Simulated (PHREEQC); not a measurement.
## Acid rinse or clean (model solution)

Make-up at 20 °C: 2.2 mmol/kgw HNO3, 1.8 mmol/kgw CaCl2 and 43 mmol/kgw MgCl2. Closed to the air; pH follows from the charge balance.

All values are PHREEQC results (ion-association model, phreeqc.dat), not measurements.

Each row changes one thing in this solution. No solid was allowed to form.

```tsv
case	pH	ionic strength (mol/kgw)	MgOH+ (mol/kgw)
as made	2.75	0.137	2.65e-11
temperature from 20 to 40 °C	2.75	0.137	1.49e-10
CaCl2 from 0.0018 to 0.00198 mol/kgw	2.75	0.137	2.65e-11
0.0097 mol/kgw FeCl3 added	[?]	0.180	[?]
CaCl2 replaced by NaCl at the same molality	2.75	0.133	[?]
HNO3 left out	6.67	[?]	[?]
```

**Question.** What belongs in the gaps?

**Answer.** 
- 0.0097 mol/kgw FeCl3 added, pH: 2.36
- 0.0097 mol/kgw FeCl3 added, MgOH+ (mol/kgw): 1.03e-11
- CaCl2 replaced by NaCl at the same molality, MgOH+ (mol/kgw): 2.66e-11
- HNO3 left out, ionic strength (mol/kgw): 0.134
- HNO3 left out, MgOH+ (mol/kgw): 2.21e-7

Some of these states are supersaturated (in Hematite (slow to form), Goethite (slow to form), for instance). Away from 25 °C the constants follow the database's enthalpies or fits; those with neither stay at their 25 °C values.
